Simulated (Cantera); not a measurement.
A Cantera script and its output.

```python
import numpy as np
import cantera as ct

gas = ct.Solution("SiF4_NH3_mec.yaml", "gas")
gas.TPX = 1773, 1333, {'NH3': 1, 'N2': 23}
reactor = ct.IdealGasConstPressureReactor(gas, energy="off", clone=False)
net = ct.ReactorNet([reactor])
net.rtol, net.atol = 1e-08, 1e-18
show = ['NH3', 'H', 'N', 'H2', 'N2H2', 'NH']
times = np.geomspace(0.0005, 3, 14)

steps = ct.SolutionArray(gas, extra=["t"])
rows = []
print(f"{'t/s':>10s}{'T/K':>9s}{'P/Pa':>11s}" + "".join(f"{s:>11s}" for s in show))
for t in times:
    while net.time < t:
        t_next = net.step()
        steps.append(gas.state, t=t_next)
    rows.append([np.interp(t, steps.t, y) for y in (steps.T, steps.P, *steps(*show).X.T)])
    print(f"{t:10.3e}{rows[-1][0]:9.1f}{rows[-1][1]:11.4g}" + "".join(f"{x:11.3e}" for x in rows[-1][2:]))
rate = np.gradient(steps.T, steps.t)
print("integrator steps:", len(steps.t))
if steps.T.max() > steps.T[0] + 200:
    print(f"time of steepest temperature rise: {steps.t[rate.argmax()]:.4e} s")
gas.TPX = 1773, 1333, {'NH3': 1, 'N2': 23}
gas.equilibrate("TP")
print(f"equilibrium (TP): T = {gas.T:.1f} K  " + "  ".join(f"{s} {gas[s].X[0]:.3e}" for s in show))
```

Result:

```
       t/s      T/K       P/Pa        NH3          H          N         H2       N2H2         NH
 5.000e-04   1773.0       1333  4.167e-02  4.523e-08  3.920e-16  1.341e-07  3.899e-13  7.043e-12
 9.763e-04   1773.0       1333  4.167e-02  4.615e-08  4.058e-15  3.040e-07  2.345e-12  3.339e-11
 1.906e-03   1773.0       1333  4.167e-02  4.619e-08  3.643e-14  6.377e-07  1.152e-11  1.488e-10
 3.723e-03   1773.0       1333  4.166e-02  4.625e-08  3.161e-13  1.290e-06  5.043e-11  6.687e-10
 7.269e-03   1773.0       1333  4.166e-02  4.657e-08  2.753e-12  2.570e-06  2.111e-10  3.114e-09
 1.419e-02   1773.0       1333  4.166e-02  4.801e-08  2.258e-11  5.117e-06  8.889e-10  1.448e-08
 2.772e-02   1773.0       1333  4.165e-02  5.462e-08  1.374e-10  1.051e-05  3.861e-09  5.874e-08
 5.412e-02   1773.0       1333  4.162e-02  8.435e-08  4.797e-10  2.454e-05  1.651e-08  1.775e-07
 1.057e-01   1773.0       1333  4.156e-02  2.235e-07  1.754e-09  8.004e-05  6.757e-08  4.438e-07
 2.064e-01   1773.0       1333  4.129e-02  1.015e-06  1.115e-08  4.010e-04  2.579e-07  1.125e-06
 4.029e-01   1773.0       1333  4.011e-02  4.426e-06  8.325e-08  2.075e-03  5.528e-07  2.544e-06
 7.868e-01   1773.0       1333  3.759e-02  8.297e-06  2.048e-07  5.735e-03  4.079e-07  2.940e-06
 1.536e+00   1773.0       1333  3.415e-02  1.223e-05  2.915e-07  1.072e-02  2.734e-07  2.797e-06
 3.000e+00   1773.0       1333  2.938e-02  1.782e-05  3.477e-07  1.761e-02  1.868e-07  2.562e-06
integrator steps: 634
equilibrium (TP): T = 1773.0 K  NH3 5.772e-09  H 6.059e-04  N 1.878e-10  H2 5.968e-02  N2H2 4.463e-16  NH 7.935e-11
```

Detailed kinetics in Cantera: the gas-phase N/H chemistry of the illustrative SiF4/NH3 mechanism in the Surface Chemkin manual (1991). Walls and surfaces, which speed up NH3 decomposition in real reactors, are not modelled.
